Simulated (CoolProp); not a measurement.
Vapour pressure (bar) of R365MFC: the reference equation beside estimates from Tc = 186.9 °C, pc = 32.66 bar, ω = 0.377.

The numbers come from the reference Helmholtz-energy equation of state, Lemmon 2016 in CoolProp.

| T (°C) | reference | van der Waals | Redlich-Kwong |
|---|---|---|---|
| 75.65 | ___ | 9.727 | 5.417 |
| 82.35 | 3.749 | 10.65 | 6.250 |
| 89.05 | 4.470 | 11.63 | 7.167 |
| 95.65 | 5.279 | 12.65 | 8.158 |
| 102.35 | 6.210 | 13.74 | 9.256 |
| 108.95 | 7.244 | ___ | 10.43 |
| 115.65 | 8.421 | 16.07 | 11.73 |
| 122.35 | 9.739 | 17.33 | ___ |
| 128.95 | 11.19 | 18.64 | 14.61 |
| 135.65 | 12.82 | 20.02 | 16.23 |
| 142.35 | 14.63 | 21.46 | 17.97 |
| 148.95 | 16.60 | 22.94 | 19.79 |
| 155.65 | 18.81 | 24.51 | 21.77 |
| 162.25 | 21.22 | 26.12 | 23.83 |

**Question.** Some entries are withheld; supply them.

**Answer.** 
- 75.65, reference: 3.120
- 108.95, van der Waals: 14.87
- 122.35, Redlich-Kwong: 13.13

Absolute difference from the reference over all 14 rows, mean and median: van der Waals 96.6 and 84.4 %, Redlich-Kwong 39.3 and 37.1 %.
